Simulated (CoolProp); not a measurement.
Properties of R236EA along the isobar 13.8 bar (Tc = 139.3 °C, pc = 34.14 bar, ω = 0.368).

Model: reference Helmholtz-energy equation of state, Rui 2013, in CoolProp.

```json
[
 {"T (°C)": "43.55", "phase": "liquid", "density (kg/m³)": "1370", "isothermal compressibility (1/MPa)": "0.003815", "viscosity (µPa s)": "306", "Prandtl number": "5.32", "fugacity coefficient": "0.2564"},
 {"T (°C)": "50.35", "phase": "liquid", "density (kg/m³)": "1346", "isothermal compressibility (1/MPa)": "0.004347", "viscosity (µPa s)": "280", "Prandtl number": "5.09", "fugacity coefficient": "0.3079"},
 {"T (°C)": "57.15", "phase": "liquid", "density (kg/m³)": "1322", "isothermal compressibility (1/MPa)": "0.005003", "viscosity (µPa s)": "256", "Prandtl number": "4.88", "fugacity coefficient": "0.3658"},
 {"T (°C)": "63.95", "phase": "liquid", "density (kg/m³)": "1296", "isothermal compressibility (1/MPa)": "0.005827", "viscosity (µPa s)": "234", "Prandtl number": "4.69", "fugacity coefficient": "0.4301"},
 {"T (°C)": "70.75", "phase": "liquid", "density (kg/m³)": "1268", "isothermal compressibility (1/MPa)": "0.006889", "viscosity (µPa s)": "214", "Prandtl number": "4.51", "fugacity coefficient": "0.5009"},
 {"T (°C)": "77.55", "phase": "liquid", "density (kg/m³)": "1239", "isothermal compressibility (1/MPa)": "0.008298", "viscosity (µPa s)": "195", "Prandtl number": "4.35", "fugacity coefficient": "0.5782"},
 {"T (°C)": "84.35", "phase": "liquid", "density (kg/m³)": "1207", "isothermal compressibility (1/MPa)": "0.01025", "viscosity (µPa s)": "178", "Prandtl number": "4.21", "fugacity coefficient": "0.6616"},
 {"T (°C)": "91.15", "phase": "liquid", "density (kg/m³)": "1173", "isothermal compressibility (1/MPa)": "0.01309", "viscosity (µPa s)": "161", "Prandtl number": "4.08", "fugacity coefficient": "0.7509"},
 {"T (°C)": "97.95", "phase": "gas", "density (kg/m³)": "91.71", "isothermal compressibility (1/MPa)": "1.079", "viscosity (µPa s)": "14.0", "Prandtl number": "0.787", "fugacity coefficient": "0.7977"},
 {"T (°C)": "104.85", "phase": "gas", "density (kg/m³)": "87.15", "isothermal compressibility (1/MPa)": "1.016", "viscosity (µPa s)": "14.3", "Prandtl number": "0.768", "fugacity coefficient": "0.8115"},
 {"T (°C)": "111.65", "phase": "gas", "density (kg/m³)": "83.41", "isothermal compressibility (1/MPa)": "0.9726", "viscosity (µPa s)": "14.6", "Prandtl number": "0.756", "fugacity coefficient": "0.8238"},
 {"T (°C)": "118.45", "phase": "gas", "density (kg/m³)": "80.18", "isothermal compressibility (1/MPa)": "0.9399", "viscosity (µPa s)": "14.8", "Prandtl number": "0.748", "fugacity coefficient": "0.8350"},
 {"T (°C)": "125.25", "phase": "gas", "density (kg/m³)": "77.35", "isothermal compressibility (1/MPa)": "0.9143", "viscosity (µPa s)": "15.1", "Prandtl number": "0.743", "fugacity coefficient": "0.8452"},
 {"T (°C)": "132.05", "phase": "gas", "density (kg/m³)": "74.82", "isothermal compressibility (1/MPa)": "0.8935", "viscosity (µPa s)": "15.4", "Prandtl number": "0.740", "fugacity coefficient": "0.8547"},
 {"T (°C)": "138.85", "phase": "gas", "density (kg/m³)": "72.53", "isothermal compressibility (1/MPa)": "0.8762", "viscosity (µPa s)": "15.7", "Prandtl number": "0.738", "fugacity coefficient": "0.8634"}
]
```

Viscosity comes from a separate model (Huber 2003), an estimate that may be off by 10 % or more. Thermal conductivity comes from a separate model (Huber 2003), an estimate that may be off by 10 % or more.
